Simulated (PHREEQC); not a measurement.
Make-up at 80 °C: 0.0017 mol HF, 0.026 mol NH4F, 5e-07 mol H4SiO4 and 0.0081 mol H2SO4 per kg of water. Closed to the air; pH follows from the charge balance.

Computed with PHREEQC (ion-association model, phreeqc.dat).

No solid was allowed to form.

Task: Estimate the pH.

Result: pH 3.37.

Task: In which forms is F present?

Result: HF 58 %, F- 37 %, HF2- 5.1 % of the F.

Complexes and solids missing from the database can't appear. Constants without temperature data keep their 25 °C values here. SiF6-2 is the database's only silicon fluoride.
